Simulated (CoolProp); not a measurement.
Saturation properties of decamethylcyclopentasiloxane (D5).

Values from CoolProp's reference Helmholtz-energy equation of state, Thol 2019.

```tsv
T (°C)	p (bar)	enthalpy of vaporisation (kJ/kg)	surface tension (mN/m)
149.35	…	131.0	9.30
154.35	0.2126	…	8.98
159.25	0.2488	127.7	8.67
164.25	0.2907	126.0	8.35
169.25	…	124.4	8.04
174.15	0.3901	…	…
179.15	0.4496	121.0	7.44
184.15	0.5160	119.3	7.14
189.05	0.5883	117.7	6.85
194.05	0.6700	116.0	6.55
199.05	0.7603	114.2	…
203.95	0.8577	112.5	5.98
208.95	0.9668	…	…
213.95	1.086	108.9	5.42
218.85	1.214	107.1	5.14
```

Task: Some entries are withheld; supply them.

Result: 
- 149.35, p (bar): 0.1802
- 154.35, enthalpy of vaporisation (kJ/kg): 129.3
- 169.25, p (bar): 0.3380
- 174.15, enthalpy of vaporisation (kJ/kg): 122.7
- 174.15, surface tension (mN/m): 7.74
- 199.05, surface tension (mN/m): 6.26
- 208.95, enthalpy of vaporisation (kJ/kg): 110.7
- 208.95, surface tension (mN/m): 5.70

It boils at 210.9 °C under 1 atm.

Surface tension comes from a separate correlation (Mulero 2014), older than this fluid's equation and unchecked against measurements.
